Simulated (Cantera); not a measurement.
An adiabatic, constant-pressure homogeneous reactor starts with CH4 : O2 : N2 = 1 : 3.23 : 12.1 (molar parts), equivalence ratio 0.62, at 1000 K and 10.0 bar. Integrator tolerance rtol = 1e-08.

Model: GRI-Mech 3.0 (53 species, 325 reactions), integrated in Cantera.

Problem. What does this change do: constant volume in place of constant pressure?

Solution. 
| quantity | before | after |
|---|---|---|
| time of steepest temperature rise | 73.0 ms | 70.9 ms |
| temperature at 6.00 s | 2247 K | 2523 K |
| equilibrium temperature | 2247 K | 2523 K |
| x(CH4) at 6.00 s | <1e-12 (gas-phase equilibrium <1e-12) | <1e-12 (gas-phase equilibrium <1e-12) |
| x(O2) at 6.00 s | 0.0708 (gas-phase equilibrium 0.0708) | 0.0679 (gas-phase equilibrium 0.0679) |
| x(CO) at 6.00 s | 0.000596 (gas-phase equilibrium 0.000596) | 0.00188 (gas-phase equilibrium 0.00188) |
| x(CO2) at 6.00 s | 0.0606 (gas-phase equilibrium 0.0606) | 0.0592 (gas-phase equilibrium 0.0592) |
| x(H2O2) at 6.00 s | 3.91e-7 (gas-phase equilibrium 3.91e-7) | 1.15e-6 (gas-phase equilibrium 1.15e-6) |
| x(H2) at 6.00 s | 0.000219 (gas-phase equilibrium 0.000219) | 0.000604 (gas-phase equilibrium 0.000604) |

Problem. What does this change do: CH4 1 to 2.3 parts?

Solution. 
```tsv
quantity	before	after
time of steepest temperature rise	73.0 ms	95.4 ms
temperature at 6.00 s	2247 K	2492 K
equilibrium temperature	2247 K	2492 K
x(CH4) at 6.00 s	<1e-12 (gas-phase equilibrium <1e-12)	3.56e-11 (gas-phase equilibrium 4.01e-11)
x(O2) at 6.00 s	0.0708 (gas-phase equilibrium 0.0708)	2.78e-5 (gas-phase equilibrium 2.78e-5)
x(CO) at 6.00 s	0.000596 (gas-phase equilibrium 0.000596)	0.0822 (gas-phase equilibrium 0.0822)
x(CO2) at 6.00 s	0.0606 (gas-phase equilibrium 0.0606)	0.0386 (gas-phase equilibrium 0.0386)
x(H2O2) at 6.00 s	3.91e-7 (gas-phase equilibrium 3.91e-7)	2.06e-8 (gas-phase equilibrium 2.06e-8)
x(H2) at 6.00 s	0.000219 (gas-phase equilibrium 0.000219)	0.0616 (gas-phase equilibrium 0.0616)
```
